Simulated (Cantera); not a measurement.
An isothermal, constant-pressure homogeneous reactor starts with 11.8 % NO, 88.2 % N2, at 2098 K and 0.987 atm.

Cantera simulation using GRI-Mech 3.0 (53 species, 325 reactions); the numbers are that mechanism's predictions, not measurements.

One state of this run: x NO = 0.00559; x O2 = 0.0558; x O = 0.000326; x N2 = 0.938; x NO2 = 4.25e-6. x: mole fraction; the columns are a selection and need not sum to one.

**Question.** Which value of t (s) does it belong to?
A. 70.0
B. 0.0529
C. 0.00145
D. 1.92

**Answer.** A, 70.0
